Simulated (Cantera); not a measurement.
**Adiabatic ignition**

An adiabatic, constant-volume homogeneous reactor starts with CH4 : O2 : N2 : CO2 = 1 : 1.05 : 3.96 : 0.31 (molar parts), at 1173 K and 10.0 bar.

Detailed kinetics in Cantera: GRI-Mech 3.0 (53 species, 325 reactions).

```tsv
t (s)	T (K)	P (bar)	x CH4	x O2	x HCO	x CO	x O	x H2O
9.00e-6	1173	10.0	0.158	0.166	<1e-12	<1e-12	6.23e-12	2.84e-9
2.01e-5	1173	10.00	0.158	0.166	<1e-12	7.19e-12	1.48e-11	1.65e-8
4.50e-5	1173	10.00	0.158	0.166	<1e-12	8.00e-11	3.92e-11	1.06e-7
0.000101	1173	10.00	0.158	0.166	<1e-12	1.19e-9	1.21e-10	7.46e-7
0.000225	1173	10.0	0.158	0.166	1.74e-12	2.33e-8	3.34e-10	4.92e-6
0.000502	1173	10.0	0.158	0.166	9.19e-12	3.35e-7	4.74e-10	2.14e-5
0.00112	1173	10.0	0.158	0.166	3.08e-11	2.85e-6	5.78e-10	6.85e-5
0.00251	1175	10.0	0.158	0.166	1.11e-10	2.20e-5	8.86e-10	0.000230
0.00561	1182	10.1	0.157	0.165	7.68e-10	0.000243	2.62e-9	0.00120
0.0125	2535	24.9	2.33e-9	4.02e-6	9.83e-7	0.147	6.95e-6	0.160
0.0280	2535	24.9	2.33e-9	4.02e-6	9.83e-7	0.147	6.95e-6	0.160
0.0627	2535	24.9	2.33e-9	4.02e-6	9.83e-7	0.147	6.95e-6	0.160
0.140	2535	24.9	2.33e-9	4.02e-6	9.83e-7	0.147	6.95e-6	0.160
0.313	2535	24.9	2.33e-9	4.02e-6	9.83e-7	0.147	6.95e-6	0.160
0.700	2535	24.9	2.33e-9	4.02e-6	9.83e-7	0.147	6.95e-6	0.160
```
x: mole fraction; the columns are a selection and need not sum to one.

```
Item                                                                Result
---------------------------------  ---------------------------------------
time of steepest temperature rise                                  9.52 ms
temperature at 0.700 s                                              2535 K
equilibrium temperature                                             2535 K
x(CH4) at 0.700 s                  2.33e-9 (gas-phase equilibrium 2.59e-9)
x(O2) at 0.700 s                   4.02e-6 (gas-phase equilibrium 4.02e-6)
x(HCO) at 0.700 s                  9.83e-7 (gas-phase equilibrium 9.83e-7)
```
